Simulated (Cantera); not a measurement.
Mixture: CO : H₂ : O₂ : N₂ : H₂O = 1 : 0.036 : 0.996 : 3.75 : 1.6 (molar parts), equivalence ratio 0.52, at 1.01 bar, adiabatic and at constant pressure. Ignition delay is the time to a rise of 400 K.

Computed with Cantera and GRI-Mech 3.0 (53 species, 325 reactions). Where the delays flatten at high temperature, the 400 K rule measures the pace of heat release, not the induction time.

Q: What does this change do: pressure from 1.01 bar to 1.70 bar?

A: 
```csv
quantity,before,after
delay at 1150 K,0.562 ms,0.707 ms
delay at 1250 K,0.234 ms,0.182 ms
delay at 1350 K,0.146 ms,95.7 µs
delay at 1450 K,0.109 ms,65.4 µs
delay at 1550 K,91.2 µs,51.1 µs
```

Q: What does this change do: pressure from 1.01 bar to 3.20 bar?

A: 
```csv
quantity,before,after
delay at 1150 K,0.562 ms,1.06 ms
delay at 1250 K,0.234 ms,0.189 ms
delay at 1350 K,0.146 ms,68.0 µs
delay at 1450 K,0.109 ms,39.1 µs
delay at 1550 K,91.2 µs,27.7 µs
```
The hydrogen kinetics of GRI-Mech 3.0 are dated; newer H2 mechanisms differ, most at raised pressure.
